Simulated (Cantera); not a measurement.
What does this Cantera script print?

```python
import numpy as np
import cantera as ct

gas = ct.Solution("gri30.yaml")
gas.TPX = 575, 100000, {'CH4': 1, 'CO': 0.1, 'O2': 1.37, 'N2': 5.14}
inlet = ct.Reservoir(gas, clone=True)
gas.equilibrate("HP")  # start burning
reactor = ct.IdealGasConstPressureReactor(gas, energy="on", clone=False)
exhaust = ct.Reservoir(gas, clone=True)
tau = [0.13, 0.065, 0.032, 0.016, 0.0078, 0.0039, 0.0019, 0.00094, 0.00046, 0.00023, 0.00011, 5.6e-05][0]
for a, b in ((inlet, reactor), (reactor, exhaust)):
    ct.MassFlowController(a, b, mdot=lambda t: reactor.mass / tau)
net = ct.ReactorNet([reactor])
show = ['CH4', 'CO', 'O2', 'O', 'CH2O', 'C2H2', 'NO']

rows = []
print(f"{'tau/s':>10s}{'T/K':>9s}" + "".join(f"{s:>11s}" for s in show))
for tau in [0.13, 0.065, 0.032, 0.016, 0.0078, 0.0039, 0.0019, 0.00094, 0.00046, 0.00023, 0.00011, 5.6e-05]:
    net.initial_time = 0.0
    net.advance(30 * tau)
    before = gas.X
    net.advance(40 * tau)
    drift = np.max(np.abs(gas.X - before) / (gas.X + 1e-9))
    rows.append([gas.T, *gas[show].X, drift])
    print(f"{tau:10.3e}{gas.T:9.1f}" + "".join(f"{x:11.3e}" for x in gas[show].X))
```

Output:

```
     tau/s      T/K        CH4         CO         O2          O       CH2O       C2H2         NO
 1.300e-01   2109.3  8.629e-05  9.111e-02  5.960e-05  6.751e-06  1.285e-06  4.084e-06  1.761e-04
 6.500e-02   2107.2  1.278e-04  9.101e-02  1.019e-04  8.934e-06  2.210e-06  9.276e-06  1.995e-04
 3.200e-02   2104.3  1.875e-04  9.088e-02  1.766e-04  1.218e-05  3.801e-06  2.038e-05  2.171e-04
 1.600e-02   2100.8  2.706e-04  9.071e-02  3.031e-04  1.677e-05  6.403e-06  4.222e-05  2.267e-04
 7.800e-03   2095.8  3.978e-04  9.049e-02  5.337e-04  2.362e-05  1.094e-05  8.684e-05  2.272e-04
 3.900e-03   2089.1  5.859e-04  9.023e-02  9.306e-04  3.315e-05  1.832e-05  1.684e-04  2.157e-04
 1.900e-03   2078.6  8.963e-04  8.994e-02  1.681e-03  4.772e-05  3.133e-05  3.184e-04  1.877e-04
 9.400e-04   2061.4  1.407e-03  8.977e-02  3.072e-03  6.924e-05  5.344e-05  5.547e-04  1.441e-04
 4.600e-04   2028.4  2.409e-03  8.993e-02  6.000e-03  1.013e-04  9.546e-05  9.155e-04  8.890e-05
 2.300e-04   1927.0  6.251e-03  8.997e-02  1.620e-02  1.261e-04  2.205e-04  1.666e-03  2.296e-05
 1.100e-04    575.0  1.314e-01  1.314e-02  1.800e-01  2.784e-18  7.319e-18  8.302e-18  9.666e-20
 5.600e-05    575.0  1.314e-01  1.314e-02  1.800e-01  2.158e-18  3.285e-21  3.667e-21  4.269e-23
```

Cantera simulation using GRI-Mech 3.0 (53 species, 325 reactions); the numbers are that mechanism's predictions, not measurements.
